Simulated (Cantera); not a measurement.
An adiabatic, constant-volume homogeneous reactor starts with CO : H₂ : CH₄ : O₂ : N₂ : H₂O = 1 : 0.87 : 0.057 : 1.4 : 5.26 : 0.34 (molar parts), equivalence ratio 0.75, at 950 K and 6.50 bar.

Detailed kinetics in Cantera: GRI-Mech 3.0 (53 species, 325 reactions). Below about 1000 K GRI-Mech 3.0 lacks low-temperature oxidation paths.

Question: Predict: time of steepest temperature rise; temperature at 3.00 s; equilibrium temperature; x(CO) at 3.00 s; x(H₂) at 3.00 s; x(O₂) at 3.00 s; x(H) at 3.00 s.

Answer: 
```
Property                                                               Value
---------------------------------  -----------------------------------------
time of steepest temperature rise                                    24.0 ms
temperature at 3.00 s                                                 2735 K
equilibrium temperature                                               2735 K
x(CO) at 3.00 s                        0.0156 (gas-phase equilibrium 0.0156)
x(H₂) at 3.00 s                      0.00308 (gas-phase equilibrium 0.00308)
x(O₂) at 3.00 s                        0.0421 (gas-phase equilibrium 0.0421)
x(H) at 3.00 s                     0.000877 (gas-phase equilibrium 0.000877)
```
